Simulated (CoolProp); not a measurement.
The numbers come from the reference Helmholtz-energy equation of state, Schroeder 2014 in CoolProp.

Task: For ethanol, give the phase and the density (kg/m³), isothermal compressibility (1/MPa), expansivity (1/kK), fugacity coefficient at 260.05 °C and 1880 kPa; 260.05 °C and 6580 kPa.

Result: 
- 260.05 °C and 1880 kPa: gas; density 21.2, isothermal compressibility 0.582, expansivity 2.75, fugacity coefficient 0.925
- 260.05 °C and 6580 kPa: supercritical; density 114, isothermal compressibility 0.346, expansivity 14.8, fugacity coefficient 0.734
